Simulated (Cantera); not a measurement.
A perfectly stirred reactor is fed with H2 : O2 = 0.24 : 1 (molar parts), equivalence ratio 0.12, at 20.0 Torr; it is held at 950 K, and followed from long to short residence time.

Model: the H2/O2 subset of GRI-Mech 3.0, which has no nitrogen chemistry, integrated in Cantera. Radical loss at walls, strong at low pressure, is not modelled. The temperature is held fixed by assumption; the heat of reaction is taken as removed at once.

Q: Predict: x(H2) at τ = 13.0 s; x(O2) at τ = 13.0 s; x(H2O) at τ = 13.0 s; x(O) at τ = 13.0 s; x(H) at τ = 13.0 s; x(H2) at τ = 0.350 s; x(O2) at τ = 0.350 s; x(H2O) at τ = 0.350 s; x(O) at τ = 0.350 s; x(H) at τ = 0.350 s.

A: 
```
Quantity                  Value
---------------------  --------
x(H2) at τ = 13.0 s    0.000364
x(O2) at τ = 13.0 s       0.786
x(H2O) at τ = 13.0 s      0.214
x(O) at τ = 13.0 s      8.01e-5
x(H) at τ = 13.0 s      5.56e-6
x(H2) at τ = 0.350 s    0.00313
x(O2) at τ = 0.350 s      0.785
x(H2O) at τ = 0.350 s     0.210
x(O) at τ = 0.350 s    0.000777
x(H) at τ = 0.350 s    0.000205
```
